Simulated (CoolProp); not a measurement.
Vapour-liquid equilibrium of hexamethyldisiloxane (MM) (1) + toluene (2) at 480.5 K; x and y are mole fractions of (1).

The numbers come from the multi-fluid Helmholtz-energy mixture model, Thol 2016 and Lemmon 2006; pair parameters Bell 2016 in CoolProp.

```
x     bubble pressure (MPa)  y at the bubble point  dew pressure at overall composition x (MPa)  liquid density (mol/L)
----  ---------------------  ---------------------  -------------------------------------------  ----------------------
0.05                 0.8680                  0.063                                       0.8648                   6.885
0.15                 0.8972                  0.181                                       0.8894                   6.258
0.25                 0.9246                  0.291                                       0.9144                   5.708
0.35                 0.9499                  0.394                                       0.9392                   5.222
0.45                 0.9726                  0.490                                       0.9633                   4.792
0.55                 0.9926                  0.584                                       0.9857                   4.409
0.65                  1.010                  0.675                                        1.005                   4.066
0.75                  1.024                  0.765                                        1.022                   3.759
0.85                  1.035                  0.857                                        1.034                   3.483
0.95                  1.042                  0.951                                        1.042                   3.236
```

No azeotrope shows between x = 0.05 and 0.95.

Pair parameters are fitted to limited data, so mixtures are less certain than the pure fluids.
